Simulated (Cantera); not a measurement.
**Aluminium nitride and oxide growth: AlBr3 + H2O + H2**

Input: 1 mol AlBr3, 0.34 mol H2O, a varied amount of H2, held at 975 K and 0.00870 bar.

Method: chemical equilibrium by Gibbs-energy minimisation in Cantera with the NASA 1993 tables (ideal gas, pure condensed phases). Candidate condensed phases: Al, AlBr3, Al2O3, Br2, H2O; 25 gas species. The numbers say what is thermodynamically allowed, not how fast it happens.

```tsv
n(H2) (mol)	x H2	x AlBr3	x HBr	x Al2Br6	x Br	x AlBr	x H	x H2O	n Al2O3(s)
8.8	0.858	0.0754	0.0663	2.73e-6	1.85e-6	1.47e-8	1.14e-8	5.67e-9	0.113
11	0.883	0.0621	0.0546	1.85e-6	1.50e-6	1.84e-8	1.15e-8	4.38e-9	0.113
13	0.899	0.0535	0.0470	1.38e-6	1.28e-6	2.17e-8	1.16e-8	3.59e-9	0.113
15	0.912	0.0470	0.0413	1.06e-6	1.12e-6	2.51e-8	1.17e-8	3.02e-9	0.113
18	0.925	0.0398	0.0350	7.59e-7	9.38e-7	3.01e-8	1.18e-8	2.42e-9	0.113
22	0.938	0.0330	0.0290	5.22e-7	7.73e-7	3.68e-8	1.19e-8	1.88e-9	0.113
26	0.947	0.0282	0.0248	3.81e-7	6.57e-7	4.35e-8	1.19e-8	1.53e-9	0.113
31	0.955	0.0238	0.0210	2.73e-7	5.54e-7	5.18e-8	1.20e-8	1.22e-9	0.113
37	0.962	0.0201	0.0177	1.94e-7	4.65e-7	6.18e-8	1.20e-8	9.74e-10	0.113
44	0.968	0.0170	0.0150	1.39e-7	3.93e-7	7.35e-8	1.21e-8	7.79e-10	0.113
53	0.973	0.0142	0.0125	9.69e-8	3.27e-7	8.86e-8	1.21e-8	6.12e-10	0.113
64	0.978	0.0118	0.0104	6.71e-8	2.71e-7	1.07e-7	1.21e-8	4.79e-10	0.113
76	0.981	0.00998	0.00878	4.79e-8	2.29e-7	1.27e-7	1.21e-8	3.83e-10	0.113
```
x: gas mole fraction; n: condensed amount in mol.

From 8.8 mol H2 to 76 mol H2 the condensed part is Al2O3(s). The main Al-bearing gas is AlBr3 throughout.
